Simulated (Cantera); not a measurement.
A closed system holds: 1 mol H2O, 0.25 mol O2, 0.32 mol N2, equilibrated at 3052 °C and 1000 Pa.

These are equilibrium values from Cantera (NASA tables, ideal gas, pure condensed phases), not measurements of a reactor. Candidate condensed phases: H2O; 24 gas species. Equilibrium is a limit: real reactors are often held back by kinetics, nucleation or transport.

Base state: H 0.497, O 0.360, N2 0.0855, OH 0.0200, H2 0.0163, O2 0.0135, NO 0.00569, H2O 0.00158 (mole fractions); condensed: gas only.

### Question
What changes in the equilibrium state with this change: O2 from 0.25 to 1 mol?

### Answer
| species | before | after |
|---|---|---|
| O | 0.360 | 0.515 |
| H | 0.497 | 0.359 |
| N2 | 0.0855 | 0.0604 |
| O2 | 0.0135 | 0.0277 |
| H2 | 0.0163 | 0.00853 |
| OH | 0.0200 | 0.0207 |
| H2O | 0.00158 | 0.00118 |
| NO | 0.00569 | 0.00684 |

### Question
What changes in the equilibrium state with this change: O2 from 0.25 to 3.8 mol?

### Answer
| species | before | after |
|---|---|---|
| O | 0.360 | 0.717 |
| H | 0.497 | 0.178 |
| O2 | 0.0135 | 0.0536 |
| N2 | 0.0855 | 0.0281 |
| H2 | 0.0163 | 0.00208 |
| OH | 0.0200 | 0.0142 |
| H2O | 0.00158 | 0.000401 |
| N | 0.000270 | 0.000155 |
| NO | 0.00569 | 0.00651 |

### Question
What changes in the equilibrium state with this change: N2 from 0.32 to 17 mol?

### Answer
| species | before | after |
|---|---|---|
| N2 | 0.0855 | 0.830 |
| H | 0.497 | 0.0959 |
| O | 0.360 | 0.0683 |
| O2 | 0.0135 | 0.000487 |
| OH | 0.0200 | 0.000731 |
| H2 | 0.0163 | 0.000607 |
| H2O | 0.00158 | 1.11e-5 |
| N | 0.000270 | 0.000842 |
| NO | 0.00569 | 0.00336 |
